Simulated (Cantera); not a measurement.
A perfectly stirred reactor is fed with 34.7 % H₂, 20.4 % O₂, 44.9 % N₂, at 173 Torr; it is held at 1200 K, and followed from long to short residence time.

Detailed kinetics in Cantera: the H2/O2 subset of GRI-Mech 3.0, which has no nitrogen chemistry. The temperature is held fixed by assumption; the heat of reaction is taken as removed at once.

x: mole fraction; the columns are a selection and need not sum to one.

| τ (s) | x H₂ | x O₂ | x OH | x HO₂ | x H | x H₂O | x O |
|---|---|---|---|---|---|---|---|
| 1.8 | 0.000410 | 0.0371 | 0.000299 | 5.36e-6 | 2.34e-5 | 0.419 | 3.28e-5 |
| 0.74 | 0.000735 | 0.0373 | 0.000405 | 7.85e-6 | 5.69e-5 | 0.419 | 6.14e-5 |
| 0.31 | 0.00129 | 0.0375 | 0.000547 | 1.06e-5 | 0.000135 | 0.418 | 0.000113 |
| 0.13 | 0.00225 | 0.0379 | 0.000740 | 1.34e-5 | 0.000317 | 0.416 | 0.000205 |
| 0.053 | 0.00393 | 0.0386 | 0.00101 | 1.59e-5 | 0.000757 | 0.414 | 0.000377 |
| 0.022 | ___ | 0.0399 | ___ | ___ | ___ | 0.409 | ___ |
| 0.0091 | 0.0111 | 0.0421 | 0.00183 | 2.02e-5 | 0.00387 | 0.402 | 0.00119 |
| 0.0038 | 0.0179 | 0.0458 | 0.00244 | 2.23e-5 | 0.00817 | 0.390 | 0.00204 |
| 0.0016 | 0.0276 | 0.0513 | 0.00320 | 2.46e-5 | 0.0161 | 0.371 | 0.00340 |
| 0.00064 | ___ | ___ | ___ | ___ | ___ | ___ | ___ |
| 0.00027 | 0.0609 | 0.0719 | 0.00517 | 3.01e-5 | 0.0509 | 0.300 | 0.00862 |

Task: Some entries are withheld; supply them.

Result: 
- 0.022, x H₂: 0.00668
- 0.022, x OH: 0.00136
- 0.022, x HO₂: 1.81e-5
- 0.022, x H: 0.00174
- 0.022, x O: 0.000673
- 0.00064, x H₂: 0.0422
- 0.00064, x O₂: 0.0601
- 0.00064, x OH: 0.00416
- 0.00064, x HO₂: 2.75e-5
- 0.00064, x H: 0.0306
- 0.00064, x H₂O: 0.340
- 0.00064, x O: 0.00565
